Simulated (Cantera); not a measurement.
Input: 1 mol CH₃SiCl₃, 0.92 mol C₃H₈, 3.7 mol H₂, held at 2150 °C and 0.100 bar.

These are equilibrium values from Cantera (NASA tables, ideal gas, pure condensed phases), not measurements of a reactor. Candidate condensed phases: C, C₆H₆, C₇H₈, C₈H₁₈, Si, SiC; 109 gas species. The feed counts by its element totals alone. The tables' values for SiCl, SiCl₃ are old estimates; treat these amounts as uncertain. Gases not in the tables: Si₂H₆ and higher silanes. The numbers say what is thermodynamically allowed, not how fast it happens.

Question: What is the equilibrium state?

Answer: x(H₂): 0.685
x(HCl): 0.221
x(H): 0.0464
x(SiCl₂): 0.0222
x(Cl): 0.0106
x(C₂H₂ (acetylene)): 0.00530
x(Si): 0.00521
x(SiCl): 0.00241
x(SiC₂): 0.00107
n(C(graphite)): 2.97 mol
n(SiC(s)): 0.647 mol
gas amount: 10.78 mol
log10 activity of Si(l) (absent): -0.70
